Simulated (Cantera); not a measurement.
Cantera run:

```python
import numpy as np
import cantera as ct

gas_names = """
    C CN CO CO2 C2 CCN CNC C2N2 C2O C3 C3O2 C4 C4N2 C5 N NCO NO NO2 NO3 N2 N2O O O2 O3 Pb PbO Pb2
""".split()
cond_names = """
    C(gr) Pb(cr) Pb(L) PbO(rd) PbO(yw) PbO(L) PbO2(s) Pb3O4(s)
""".split()


# ... load() reads the species with a 1 bar reference pressure and builds the phases ...
atoms = {
    'PbO': {'Pb': 1, 'O': 1},
    'CO': {'C': 1, 'O': 1},
    'N2': {'N': 2},
}
top_T = {'C(gr)': 4500, 'Pb3O4(s)': 820}  # K; cautious upper limits of use, not melting points


# ... equilibrate(T, P, feed) seeds the gas with the atoms and calls Mixture.equilibrate('TP', solver="vcs", rtol=1e-11, max_steps=5000) ...
results = []
feed = {'PbO': 1, 'CO': 0.07, 'N2': 0.29}  # mol
T = 848.15  # K
P = 133.322  # Pa
mix = equilibrate(T, P, feed)
results.append((T, P, feed, dict(zip(mix.species_names, mix.species_moles))))
x = sorted(zip(gas.X, gas.species_names), reverse=True)
print(f"T = {T:g} K  P = {P:g} Pa  gas = {mix.phase_moles(0):.4g} mol")
print("   x: " + "  ".join(f"{s} {v:.3e}" for v, s in x if v > 0.001))
print("   condensed (mol): " + ("  ".join(f"{mix.phase(i).name} {mix.phase_moles(i):.4g}"
      for i in range(1, mix.n_phases) if mix.phase_moles(i) > 1e-12) or "none"))
```

Result:

```
T = 848.15 K  P = 133.322 Pa  gas = 0.3601 mol
   x: N2 8.054e-01  CO2 1.944e-01
   condensed (mol): Pb(L) 0.06992  PbO(yw) 0.93
```

Method: chemical equilibrium by Gibbs-energy minimisation in Cantera with the NASA 1993 tables (ideal gas, pure condensed phases).
